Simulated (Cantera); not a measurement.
What does this Cantera script print?

```python
import numpy as np
import cantera as ct

gas_names = """
    CL CLO CL2 H HCL HNO HNO2 HNO3 HOCL HO2 H2 H2O H2O2 N NH NH2 NH3 NH2OH NO NO2 NO3 N2 N2H2 N2H4 N2O O
    OH O2 O3 Si SiCL SiCL2 SiCL3 SiCL4 SiH SiHCL3 SiH2 SiH2CL2 SiH3 SiH3CL SiH4 SiN SiO SiO2 Si2 Si2N
    Si3
""".split()
cond_names = """
    H2O(s) H2O(L) NH4CL(a) NH4CL(b) Si(cr) Si(L) SiO2(Lqz) SiO2(hqz) SiO2(L) Si2N2O(s) Si3N4(a)
""".split()


def load(file, names, dense=False):
    # The tables refer to 1 bar. Condensed volumes are neglected.
    table = {s.name: s for s in ct.Species.list_from_file(file)}
    out = []
    for n in names:
        d = dict(table[n].input_data)
        d["thermo"] = dict(d["thermo"], **{"reference-pressure": 1e5})
        if dense:
            d["equation-of-state"] = {"model": "constant-volume", "density": "1e6 g/cm^3"}
        out.append(ct.Species.from_dict(d))
    return out


gas = ct.Solution(thermo="ideal-gas", species=load("nasa_gas.yaml", gas_names))
cond = {s.name: ct.Solution(thermo="fixed-stoichiometry", species=[s], name=s.name)
        for s in load("nasa_condensed.yaml", cond_names, dense=True)}
atoms = {
    'SiH2Cl2': {'Si': 1, 'H': 2, 'CL': 2},
    'NO': {'N': 1, 'O': 1},
    'H2': {'H': 2},
    'H2O': {'H': 2, 'O': 1},
}
top_T = {'Si2N2O(s)': 2100, 'Si3N4(a)': 2400}  # K; cautious upper limits of use, not melting points


def equilibrate(T, P, feed):
    n = {}
    for name, mol in feed.items():
        for a, k in atoms[name].items():
            n[a] = n.get(a, 0.0) + k * mol
    gas.TPX = T, P, n
    mass = sum(n.values()) * gas.mean_molecular_weight
    gas.equilibrate("TP")
    valid = [c for c in cond.values() if c.min_temp <= T <= top_T.get(c.name, c.max_temp)]
    mix = ct.Mixture([(gas, mass / gas.mean_molecular_weight)] + [(c, 0.0) for c in valid])
    mix.T, mix.P = T, P
    mix.equilibrate("TP", solver="vcs", rtol=1e-11, max_steps=5000)
    return mix


results = []
feed = {'SiH2Cl2': 1, 'NO': 2.5, 'H2': 37, 'H2O': 9.8}  # mol
P = 37000  # Pa
for T in [800, 900, 1000, 1100, 1200, 1300, 1400, 1500, 1600, 1700, 1800, 1900, 2000]:
    mix = equilibrate(T, P, feed)
    results.append((T, P, feed, dict(zip(mix.species_names, mix.species_moles))))
    x = sorted(zip(gas.X, gas.species_names), reverse=True)
    print(f"T = {T:g} K  P = {P:g} Pa  gas = {mix.phase_moles(0):.4g} mol")
    print("   x: " + "  ".join(f"{s} {v:.3e}" for v, s in x if v > 1e-06))
    print("   condensed (mol): " + ("  ".join(f"{mix.phase(i).name} {mix.phase_moles(i):.4g}"
          for i in range(1, mix.n_phases) if mix.phase_moles(i) > 1e-12) or "none"))
```

Result:

```
T = 800 K  P = 37000 Pa  gas = 50.04 mol
   x: H2 7.292e-01  H2O 2.058e-01  HCL 3.996e-02  N2 2.492e-02  NH3 1.087e-04
   condensed (mol): SiO2(Lqz) 1
T = 900 K  P = 37000 Pa  gas = 50.05 mol
   x: H2 7.292e-01  H2O 2.058e-01  HCL 3.996e-02  N2 2.495e-02  NH3 4.409e-05
   condensed (mol): SiO2(hqz) 1
T = 1000 K  P = 37000 Pa  gas = 50.05 mol
   x: H2 7.293e-01  H2O 2.058e-01  HCL 3.996e-02  N2 2.496e-02  NH3 2.119e-05
   condensed (mol): SiO2(hqz) 1
T = 1100 K  P = 37000 Pa  gas = 50.05 mol
   x: H2 7.293e-01  H2O 2.058e-01  HCL 3.996e-02  N2 2.497e-02  NH3 1.157e-05
   condensed (mol): SiO2(hqz) 1
T = 1200 K  P = 37000 Pa  gas = 50.05 mol
   x: H2 7.293e-01  H2O 2.058e-01  HCL 3.996e-02  N2 2.497e-02  NH3 6.960e-06
   condensed (mol): SiO2(hqz) 1
T = 1300 K  P = 37000 Pa  gas = 50.05 mol
   x: H2 7.293e-01  H2O 2.058e-01  HCL 3.996e-02  N2 2.497e-02  NH3 4.517e-06  H 1.553e-06
   condensed (mol): SiO2(hqz) 1
T = 1400 K  P = 37000 Pa  gas = 50.05 mol
   x: H2 7.293e-01  H2O 2.058e-01  HCL 3.996e-02  N2 2.497e-02  H 6.829e-06  NH3 3.114e-06
   condensed (mol): SiO2(hqz) 1
T = 1500 K  P = 37000 Pa  gas = 50.05 mol
   x: H2 7.292e-01  H2O 2.058e-01  HCL 3.996e-02  N2 2.497e-02  H 2.471e-05  NH3 2.255e-06  CL 1.092e-06
   condensed (mol): SiO2(hqz) 1
T = 1600 K  P = 37000 Pa  gas = 50.05 mol
   x: H2 7.292e-01  H2O 2.058e-01  HCL 3.996e-02  N2 2.497e-02  H 7.633e-05  CL 3.308e-06  NH3 1.700e-06
   condensed (mol): SiO2(hqz) 1
T = 1700 K  P = 37000 Pa  gas = 50.06 mol
   x: H2 7.291e-01  H2O 2.058e-01  HCL 3.995e-02  N2 2.497e-02  H 2.068e-04  CL 8.811e-06  OH 3.016e-06  SiO 2.645e-06  NH3 1.325e-06
   condensed (mol): SiO2(L) 0.9999
T = 1800 K  P = 37000 Pa  gas = 50.06 mol
   x: H2 7.288e-01  H2O 2.057e-01  HCL 3.993e-02  N2 2.497e-02  H 5.025e-04  CL 2.107e-05  SiO 2.100e-05  OH 9.368e-06  NH3 1.062e-06
   condensed (mol): SiO2(L) 0.9989
T = 1900 K  P = 37000 Pa  gas = 50.09 mol
   x: H2 7.281e-01  H2O 2.058e-01  HCL 3.989e-02  N2 2.496e-02  H 1.113e-03  SiO 1.325e-04  CL 4.602e-05  OH 2.584e-05
   condensed (mol): SiO2(L) 0.9934
T = 2000 K  P = 37000 Pa  gas = 50.15 mol
   x: H2 7.261e-01  H2O 2.060e-01  HCL 3.979e-02  N2 2.493e-02  H 2.278e-03  SiO 6.860e-04  CL 9.298e-05  OH 6.455e-05
   condensed (mol): SiO2(L) 0.9656
```

These are equilibrium values from Cantera (NASA tables, ideal gas, pure condensed phases), not measurements of a reactor. The tables hold silica as quartz up to 1696 K and as liquid above; real silica turns to tridymite and cristobalite and melts near 1996 K. Gases not in the tables: Si(OH)4.
